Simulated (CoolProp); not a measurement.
Values from CoolProp's reference Helmholtz-energy equation of state, Thol 2021.

### Question
For chlorine, give the phase and the density (kg/m³), cp (kJ/(kg K)), expansivity (1/kK), fugacity coefficient at 283.9 K and 580 kPa.

### Answer
- 283.9 K and 580 kPa: liquid; density 1440, cp 0.973, expansivity 2.10, fugacity coefficient 0.824
